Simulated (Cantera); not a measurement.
Diamond growth

A diamond (100) surface in a fixed gas of H2 with x(CH4) = 0.0046, x(H) = 0.001, x(CH3) = 5.6e-05, 0.0109 atm; coverages are run to steady state.

Detailed kinetics in Cantera: the Harris–Goodwin 1993 mechanism for the reconstructed diamond (100) surface.

| T (K) | growth (µm/h) | θ c6HH | θ c6H* | θ c6*H | θ c6** | θ c6HM |
|---|---|---|---|---|---|---|
| 950 | 0.196 | 0.621 | 0.0135 | 0.321 | 0.00607 | 0.0288 |
| 1000 | 0.169 | 0.588 | 0.0178 | 0.364 | 0.00875 | 0.0155 |
| 1050 | 0.108 | 0.554 | 0.0225 | 0.402 | 0.0119 | 0.00616 |
| 1100 | 0.0633 | 0.521 | 0.0273 | 0.433 | 0.0154 | 0.00203 |
| 1150 | 0.0453 | 0.490 | 0.0323 | 0.457 | 0.0190 | 0.000639 |
| 1200 | 0.0420 | 0.464 | 0.0372 | 0.476 | 0.0226 | 0.000205 |
| 1250 | 0.0420 | 0.442 | 0.0420 | 0.489 | 0.0258 | 6.73e-5 |
| 1300 | 0.0356 | 0.426 | 0.0466 | 0.498 | 0.0287 | 2.23e-5 |
| 1350 | 0.0223 | 0.415 | 0.0510 | 0.503 | 0.0310 | 7.63e-6 |
| 1400 | 0.0110 | 0.407 | 0.0552 | 0.505 | 0.0328 | 2.86e-6 |
θ: site fractions in the mechanism's names (c6HH fully hydrogenated, c6H* and c6*H radical sites, c6** diradical, c6HM methylated).
